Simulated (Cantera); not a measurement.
Standard-state values (1 bar) from the NASA 1993 polynomials, evaluated with Cantera. Values are per mole of reaction as written; species without (g) are pure solids or liquids, kept so even where they would boil at 1 bar.

Q: Between 748 and 1448 K, where is each reaction favourable under standard conditions?
- 2 Fe₂O₃ + 12 OH(g) → 4 Fe(OH)₃ + 3 O₂(g)

A: 
- 2 Fe₂O₃ + 12 OH(g) → 4 Fe(OH)₃ + 3 O₂(g): ΔG° is -1138 kJ at 748 K and -207 kJ at 1448 K; it stays negative (K > 1). ΔH° is -2086 kJ and ΔS° -1298 J/K at 1448 K.
